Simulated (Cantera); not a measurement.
A closed system holds: 1 mol C2H4, 2.2 mol H2, 0.022 mol H2O, equilibrated at 1625 K and 1.33 mbar.

Cantera equilibrium calculation (NASA polynomials, part measured and part estimated; ideal gas, pure solids and liquids). Kinetics and transport are ignored.

| species | before | after |
|---|---|---|
| H2 | 0.993 | 0.813 |
| CH4 | 1.93e-6 | 0.181 |
| H2O | 5.13e-9 | 0.00603 |
| H | 0.00193 | <1e-9 |
| C2H2 (acetylene) | 3.53e-5 | <1e-9 |
| CO2 | <1e-9 | 2.33e-5 |
| CO | 0.00518 | 7.71e-5 |
| C(graphite), mol | 1.98 | 1.35 |
Gas species are given as mole fractions.

Name the change that produced these shifts.
A. temperature from 1625 K to 2700 K
B. temperature from 1625 K to 725 K
C. temperature from 1625 K to 573.15 K
D. H2O from 0.022 to 0.059 mol

C, temperature from 1625 K to 573.15 K
